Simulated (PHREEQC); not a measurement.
A solution holds 2.4 mmol/kgw CuSO4, 110 mmol/kgw H2SO4 and 50 mmol/kgw H3BO3, at 80 °C. Closed to the air; pH follows from the charge balance.

Model: ion-association model, phreeqc.dat, run in PHREEQC.

Task: The ionic strength comes out as 0.128 mol/kgw. What activity coefficients do HSO4-, H+, Cu+2, SO4-2 get?

Result: HSO4- 0.74, H+ 0.80, Cu+2 0.34, SO4-2 0.31.

Precipitation was switched off in this run. Species that the database lacks are ignored. Away from 25 °C the constants follow the database's enthalpies or fits; those with neither stay at their 25 °C values.
